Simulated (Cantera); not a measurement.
# Aluminium and copper etching: Al + Cl₂

Feed: 1 mol Al, 1.8 mol Cl₂, at 25000 Pa.

These are equilibrium values from Cantera (NASA tables, ideal gas, pure condensed phases), not measurements of a reactor. Candidate condensed phases: Al, AlCl₃; 8 gas species. The numbers say what is thermodynamically allowed, not how fast it happens.

From 873 K to 1323 K nothing is condensed. The main Al-bearing gas is AlCl₃ throughout.

```json
[
 {"T (K)": "873", "x AlCl₃": "0.666", "x Cl₂": "0.250", "x Al₂Cl₆": "0.0841", "x Cl": "4.43e-5", "x AlCl₂": "<1e-12"},
 {"T (K)": "923", "x AlCl₃": "0.719", "x Cl₂": "0.240", "x Al₂Cl₆": "0.0410", "x Cl": "0.000110", "x AlCl₂": "<1e-12"},
 {"T (K)": "973", "x AlCl₃": "0.744", "x Cl₂": "0.235", "x Al₂Cl₆": "0.0202", "x Cl": "0.000249", "x AlCl₂": "3.59e-12"},
 {"T (K)": "1023", "x AlCl₃": "0.756", "x Cl₂": "0.233", "x Al₂Cl₆": "0.0104", "x Cl": "0.000525", "x AlCl₂": "2.26e-11"},
 {"T (K)": "1073", "x AlCl₃": "0.762", "x Cl₂": "0.231", "x Al₂Cl₆": "0.00566", "x Cl": "0.00103", "x AlCl₂": "1.18e-10"},
 {"T (K)": "1123", "x AlCl₃": "0.765", "x Cl₂": "0.230", "x Al₂Cl₆": "0.00323", "x Cl": "0.00192", "x AlCl₂": "5.32e-10"},
 {"T (K)": "1173", "x AlCl₃": "0.766", "x Cl₂": "0.229", "x Al₂Cl₆": "0.00194", "x Cl": "0.00339", "x AlCl₂": "2.10e-9"},
 {"T (K)": "1223", "x AlCl₃": "0.766", "x Cl₂": "0.228", "x Al₂Cl₆": "0.00121", "x Cl": "0.00571", "x AlCl₂": "7.40e-9"},
 {"T (K)": "1273", "x AlCl₃": "0.765", "x Cl₂": "0.225", "x Al₂Cl₆": "0.000789", "x Cl": "0.00921", "x AlCl₂": "2.36e-8"},
 {"T (K)": "1323", "x AlCl₃": "0.763", "x Cl₂": "0.222", "x Al₂Cl₆": "0.000530", "x Cl": "0.0143", "x AlCl₂": "6.90e-8"}
]
```
x: gas mole fraction; nothing condenses.
